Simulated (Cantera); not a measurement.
An adiabatic, constant-pressure homogeneous reactor starts with 5.56 % C₃H₈, 19.9 % O₂, 74.6 % N₂, equivalence ratio 1.4, at 1575 K and 100000 Pa.

Cantera simulation using GRI-Mech 3.0 (53 species, 325 reactions); the numbers are that mechanism's predictions, not measurements. GRI-Mech 3.0 was tuned for natural gas; its chemistry of propane as a main component is partial and can be far from experiment.

One state of this run: T (K) = 2805; x C₃H₈ = <1e-12; x O₂ = 0.00372; x NO₂ = 3.97e-7; x CO = 0.103; x NO = 0.00445. x: mole fraction; the columns are a selection and need not sum to one.

Problem. Which value of t (s) does it belong to?
A) 0.000289
B) 4.58e-6
C) 0.00794
D) 2.00e-6

Solution. C, 0.00794
